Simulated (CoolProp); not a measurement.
Vapour pressure (MPa) of octamethylcyclotetrasiloxane (D4): the reference equation beside estimates from Tc = 586.5 K, pc = 1.347 MPa, ω = 0.598. Clausius-Clapeyron is anchored at 358.4 K with a constant enthalpy of vaporisation of 48.59 kJ/mol.

Model: reference Helmholtz-energy equation of state, Thol 2015, in CoolProp.

```
T (K)  reference  Lee-Kesler  Clausius-Clapeyron  van der Waals  Redlich-Kwong
-----  ---------  ----------  ------------------  -------------  -------------
306.5  0.0002449   0.0002750           0.0002910        0.05020       0.005501
323.8          …   0.0008039           0.0008060        0.07114        0.01088
341.1   0.001972    0.002058            0.002013        0.09753        0.01973
358.4   0.004604           …            0.004604         0.1300        0.03335
375.7   0.009700    0.009806            0.009755         0.1690        0.05313
392.9    0.01869     0.01876             0.01927         0.2150        0.08038
410.2    0.03361     0.03361             0.03609         0.2689         0.1170
427.5    0.05684     0.05675             0.06424         0.3309         0.1642
444.8    0.09122     0.09102              0.1093         0.4015         0.2238
462.1     0.1400      0.1397              0.1788         0.4811         0.2970
479.4     0.2069      0.2065              0.2822              …         0.3853
496.7     0.2960      0.2956              0.4316         0.6687         0.4902
514       0.4119      0.4118              0.6413         0.7773         0.6128
```

Task: Some entries are withheld; supply them.

Result: 
- 323.8, reference: 0.0007479
- 358.4, Lee-Kesler: 0.004711
- 479.4, van der Waals: 0.5701

Absolute difference from the reference over all 13 rows, mean and median: Lee-Kesler 2.2 and 0.2 %, Clausius-Clapeyron 18.3 and 13.0 %, van der Waals 3248.3 and 700.1 %, Redlich-Kwong 515.3 and 248.1 %.
